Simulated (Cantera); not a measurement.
# Thermodynamics of thermal oxidation and active oxidation of silicon, feed Si + CO2 + H2 + N2O

Charge: 1 mol Si, 0.017 mol CO2, 22 mol H2, 0.19 mol N2O, at 1330 Pa.

Method: chemical equilibrium by Gibbs-energy minimisation in Cantera with the NASA 1993 tables (ideal gas, pure condensed phases). Candidate condensed phases: C, C6H6, C7H8, C8H18, H2O, Si, SiC, SiO2, Si2N2O, Si3N4; 151 gas species. Mutual solubility and eutectic melting of coexisting phases are not modelled. The tables hold silica as quartz up to 1696 K and as liquid above; real silica turns to tridymite and cristobalite and melts near 1996 K. Rates play no part.

From 1073 K to 1323 K the condensed part is Si(s) + SiC(s) + SiO2(β-quartz) + Si2N2O(s). From 1373 K to 1423 K the condensed part is Si(s) + SiC(s) + Si2N2O(s). The main Si-bearing gas is SiO throughout.

```tsv
T (K)	x H2	x SiO	x H	x CO	x N2	n Si(s)	n SiC(s)	n SiO2(β-quartz)	n Si2N2O(s)
1073	1.000	6.67e-7	1.21e-7	2.12e-9	1.12e-12	0.586	0.0170	0.0170	0.190
1123	1.000	3.75e-6	3.69e-7	1.66e-8	1.28e-11	0.586	0.0170	0.0170	0.190
1173	1.000	1.82e-5	1.02e-6	1.09e-7	1.18e-10	0.586	0.0170	0.0168	0.190
1223	1.000	7.70e-5	2.60e-6	6.14e-7	9.03e-10	0.585	0.0170	0.0161	0.190
1273	1.000	0.000291	6.18e-6	3.01e-6	5.89e-9	0.583	0.0169	0.0138	0.190
1323	0.999	0.000992	1.37e-5	1.30e-5	3.32e-8	0.576	0.0167	0.00593	0.190
1373	0.998	0.00152	2.88e-5	2.49e-5	3.36e-7	0.570	0.0164	0	0.190
1423	0.998	0.00152	5.75e-5	3.06e-5	4.27e-6	0.570	0.0163	0	0.190
```
x: gas mole fraction; n: condensed amount in mol.
